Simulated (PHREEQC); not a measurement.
A solution holds 0.0042 mol HCl, 0.0027 mol NiSO4, 0.0037 mol Fe2(SO4)3 and 0.00038 mol HBr per kg of water, at 15 °C. Closed to the air; pH follows from the charge balance.

Model: ion-association model, wateq4f.dat, run in PHREEQC.

The ionic strength comes out as 0.0269 mol/kgw. What activity coefficients do NiCl+, Br-, Fe2(OH)2+4, HSO4-, Ni+2 get?

NiCl+ 0.86, Br- 0.86, Fe2(OH)2+4 0.086, HSO4- 0.86, Ni+2 0.54.

No solid was allowed to form. Saturation is exceeded, for instance for Hematite (slow to form), Goethite (slow to form); the values hold only as long as no solid forms. Species that the database lacks are ignored.
